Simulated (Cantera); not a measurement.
## N2O furnace oxynitridation

An isothermal, constant-pressure homogeneous reactor starts with N2O : H2 : N2 = 4.1 : 0.005 : 8.9 (molar parts), at 1548 K and 0.780 bar.

Computed with Cantera and GRI-Mech 3.0 (53 species, 325 reactions). GRI-Mech 3.0 was tuned for natural gas; its chemistry of N2O as a main component is partial and can be far from experiment. The temperature is held fixed by assumption; the heat of reaction is taken as removed at once.

```tsv
t (s)	x N2O	x H2	x H2O2	x O2	x NO
3.00e-5	0.315	0.000371	3.03e-10	0.000178	0.000133
6.83e-5	0.313	0.000341	3.98e-9	0.000494	0.000366
0.000155	0.311	0.000260	1.32e-8	0.00124	0.000883
0.000354	0.306	0.000127	9.65e-9	0.00294	0.00203
0.000805	0.294	3.10e-5	3.16e-9	0.00668	0.00460
0.00183	0.269	2.45e-6	1.07e-9	0.0145	0.0101
0.00417	0.222	7.10e-8	7.97e-10	0.0296	0.0206
0.00949	0.147	5.94e-8	7.10e-10	0.0540	0.0368
0.0216	0.0635	5.56e-8	5.37e-10	0.0819	0.0529
0.0491	0.0139	3.00e-8	2.45e-10	0.0998	0.0599
0.112	0.000968	7.28e-9	5.09e-11	0.105	0.0606
0.255	5.14e-6	4.09e-9	2.59e-11	0.106	0.0606
0.579	1.30e-6	4.08e-9	2.58e-11	0.106	0.0605
1.32	1.30e-6	4.08e-9	2.58e-11	0.106	0.0604
3.00	1.29e-6	4.08e-9	2.58e-11	0.106	0.0602
```
x: mole fraction; the columns are a selection and need not sum to one.

Equilibrium at this temperature and pressure: N2O 7.25e-8, H2 3.59e-9, H2O2 2.91e-11, O2 0.135, NO 0.00130 (gas phase only).
